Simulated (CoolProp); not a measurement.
Model: reference Helmholtz-energy equation of state, Lemmon 2000, in CoolProp. It is a pseudo-pure fit of the blend.

**Question.** For dry air, give the phase and the cp (kJ/(kg K)) at 857 K and 2.11 MPa.

**Answer.** 
- 857 K and 2.11 MPa: gas; cp 1.11
